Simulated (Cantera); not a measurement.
# N2O furnace oxynitridation

A perfectly stirred reactor is fed with N2O : H2O = 1 : 0.083 (molar parts), at 0.0267 bar; it is held at 1600 K, and followed from long to short residence time.

Model: GRI-Mech 3.0 (53 species, 325 reactions), integrated in Cantera. GRI-Mech 3.0 was tuned for natural gas; its chemistry of N2O as a main component is partial and can be far from experiment. Radical loss at walls, strong at low pressure, is not modelled. The temperature is held fixed by assumption; the heat of reaction is taken as removed at once.

```tsv
τ (s)	x N2O	x H2O	x H2	x O	x N2	x NO	x O2
0.55	0.159	0.0563	9.61e-6	0.000156	0.468	0.109	0.207
0.19	0.342	0.0610	7.87e-6	0.000169	0.354	0.0877	0.154
0.069	0.565	0.0669	6.94e-6	0.000181	0.217	0.0560	0.0936
0.025	0.748	0.0717	6.94e-6	0.000189	0.105	0.0278	0.0451
0.0087	0.853	0.0745	7.55e-6	0.000194	0.0420	0.0112	0.0177
0.0031	0.897	0.0756	7.52e-6	0.000193	0.0155	0.00422	0.00637
0.0011	0.914	0.0761	4.96e-6	0.000185	0.00541	0.00149	0.00210
```
x: mole fraction; the columns are a selection and need not sum to one.
